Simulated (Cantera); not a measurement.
**Dilute partial oxidation**

An isothermal, constant-pressure homogeneous reactor starts with CH3OH : O2 : N2 = 0.015 : 0.018 : 0.11 (molar parts), equivalence ratio 1.2, at 1550 K and 160000 Pa.

Model: GRI-Mech 3.0 (53 species, 325 reactions), integrated in Cantera. GRI-Mech 3.0 was tuned for natural gas; its chemistry of methanol as a main component is partial and can be far from experiment. The temperature is held fixed by assumption; the heat of reaction is taken as removed at once.

```tsv
t (s)	x CH3OH	x O2	x C2H6	x HO2	x CH2O	x CO2	x C2H
0.000300	<1e-12	0.00176	<1e-12	2.09e-6	3.02e-9	0.0625	<1e-12
0.000808	<1e-12	4.90e-5	<1e-12	7.14e-8	1.21e-9	0.0663	<1e-12
0.00217	<1e-12	4.08e-6	<1e-12	6.30e-9	7.82e-10	0.0662	<1e-12
0.00585	<1e-12	4.59e-7	<1e-12	6.25e-10	6.52e-10	0.0662	<1e-12
0.0158	<1e-12	5.62e-8	<1e-12	5.39e-11	6.08e-10	0.0662	<1e-12
0.0424	<1e-12	7.32e-9	<1e-12	4.02e-12	5.92e-10	0.0662	<1e-12
0.114	<1e-12	1.20e-9	<1e-12	<1e-12	5.87e-10	0.0662	<1e-12
0.307	<1e-12	4.37e-10	<1e-12	<1e-12	5.85e-10	0.0662	<1e-12
0.828	<1e-12	3.53e-10	<1e-12	<1e-12	5.84e-10	0.0662	<1e-12
2.23	<1e-12	3.13e-10	<1e-12	<1e-12	5.84e-10	0.0662	<1e-12
6.00	<1e-12	3.03e-10	<1e-12	<1e-12	5.84e-10	0.0662	<1e-12
```
x: mole fraction; the columns are a selection and need not sum to one.

Equilibrium at this temperature and pressure: CH3OH <1e-12, O2 3.02e-10, C2H6 <1e-12, HO2 <1e-12, CH2O 5.84e-10, CO2 0.0662, C2H <1e-12 (gas phase only).
